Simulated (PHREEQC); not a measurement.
Leach liquor (model solution)

Consider water at 5 °C with 0.22 mol HCl, 3e-05 mol CuSO4 and 0.27 mol MgSO4 per kg of water. It is in equilibrium with CO2 at log p = 0 (atm). Otherwise closed; pH follows from the charge balance.

Model: ion-association model, phreeqc.dat, run in PHREEQC.

No solid was allowed to form.

Problem. Estimate the pH.

Solution. pH 1.06.

Problem. In which forms is Cu present?

Solution. Cu+2 65 %, CuSO4 32 %, CuCl+ 3.1 % of the Cu.

Caution: at this ionic strength the ion-association model is outside its range; a Pitzer model would be the better tool where its parameters exist. Away from 25 °C the constants follow the database's enthalpies or fits; those with neither stay at their 25 °C values.
